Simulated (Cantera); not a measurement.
Cantera run:

```python
import numpy as np
import cantera as ct

gas_names = """
    CL2 BCL3 Cu3CL3 AL2CL6
""".split()
cond_names = """
    B(b) B(L) Fe(a) Fe(c) Fe(d) Fe(L) FeCL2(s) FeCL2(L) Cu(cr) Cu(L) AL(cr) AL(L)
""".split()


# ... load() reads the species with a 1 bar reference pressure and builds the phases ...
species = {s.name: s for s in load("nasa_gas.yaml", gas_names) + load("nasa_condensed.yaml", cond_names)}
# Each term lists the table entries of one substance; the one whose range holds T is used.
reactions = {
    '0.6667 B + Cl2(g) = 0.6667 BCl3(g)':
        [(-0.6666666666666666, ['B(b)', 'B(L)']), (-1, ['CL2']), (0.6666666666666666, ['BCL3'])],
    'Fe + Cl2(g) = FeCl2':
        [(-1, ['Fe(a)', 'Fe(c)', 'Fe(d)', 'Fe(L)']), (-1, ['CL2']), (1, ['FeCL2(s)', 'FeCL2(L)'])],
    '2 Cu + Cl2(g) = 0.6667 Cu3Cl3(g)':
        [(-2, ['Cu(cr)', 'Cu(L)']), (-1, ['CL2']), (0.6666666666666666, ['Cu3CL3'])],
    '0.6667 Al + Cl2(g) = 0.3333 Al2Cl6(g)':
        [(-0.6666666666666666, ['AL(cr)', 'AL(L)']), (-1, ['CL2']), (0.3333333333333333, ['AL2CL6'])],
}


def pick(names, T):
    return next(species[n] for n in names if species[n].thermo.min_temp <= T <= species[n].thermo.max_temp)


results = []
for label, terms in reactions.items():
    print(label)
    print("     T/K   dH/kJ  dS/(J/K)   dG/kJ   log10 K")
    for T in [873, 973, 1073, 1173, 1273, 1373, 1473]:
        used = [(nu, pick(names, T)) for nu, names in terms]
        dH = sum(nu * s.thermo.h(T) for nu, s in used) / 1e6
        dS = sum(nu * s.thermo.s(T) for nu, s in used) / 1e3
        dG = dH - T * dS / 1e3
        logK = -dG * 1e6 / (ct.gas_constant * T * np.log(10))
        results.append((label, T, dH, dS, dG, logK, [s.name for _, s in used]))
        print(f"{T:8g} {dH:8.1f} {dS:8.1f} {dG:8.1f} {logK:8.2f}")
```

Output:

```
0.6667 B + Cl2(g) = 0.6667 BCl3(g)
     T/K   dH/kJ  dS/(J/K)   dG/kJ   log10 K
     873   -268.8    -33.8   -239.3    14.32
     973   -268.9    -33.9   -235.9    12.66
    1073   -269.0    -34.0   -232.5    11.32
    1173   -269.1    -34.1   -229.1    10.20
    1273   -269.2    -34.2   -225.7     9.26
    1373   -269.3    -34.3   -222.3     8.46
    1473   -269.5    -34.4   -218.9     7.76
Fe + Cl2(g) = FeCl2
     T/K   dH/kJ  dS/(J/K)   dG/kJ   log10 K
     873   -333.6   -116.4   -232.0    13.88
     973   -289.8    -70.2   -221.4    11.89
    1073   -289.7    -70.1   -214.5    10.44
    1173   -287.5    -68.1   -207.5     9.24
    1273   -285.4    -66.4   -200.8     8.24
    1373   -282.4    -64.2   -194.2     7.39
    1473   -279.5    -62.2   -187.9     6.66
2 Cu + Cl2(g) = 0.6667 Cu3Cl3(g)
     T/K   dH/kJ  dS/(J/K)   dG/kJ   log10 K
     873   -173.7     -5.0   -169.3    10.13
     973   -174.2     -5.6   -168.8     9.06
    1073   -174.9     -6.3   -168.2     8.19
    1173   -175.8     -7.1   -167.5     7.46
    1273   -176.9     -8.0   -166.8     6.84
    1373   -204.6    -28.3   -165.7     6.30
    1473   -206.0    -29.4   -162.8     5.77
0.6667 Al + Cl2(g) = 0.3333 Al2Cl6(g)
     T/K   dH/kJ  dS/(J/K)   dG/kJ   log10 K
     873   -430.2    -80.3   -360.1    21.55
     973   -437.3    -87.8   -351.8    18.89
    1073   -437.1    -87.7   -343.0    16.70
    1173   -437.0    -87.6   -334.3    14.89
    1273   -436.8    -87.4   -325.5    13.36
    1373   -436.6    -87.3   -316.8    12.05
    1473   -436.5    -87.2   -308.1    10.92
```

Cantera with NASA thermochemical tables; ideal gases at 1 bar, condensed phases pure. Condensed species are held in their standard states even where they would react or evaporate.
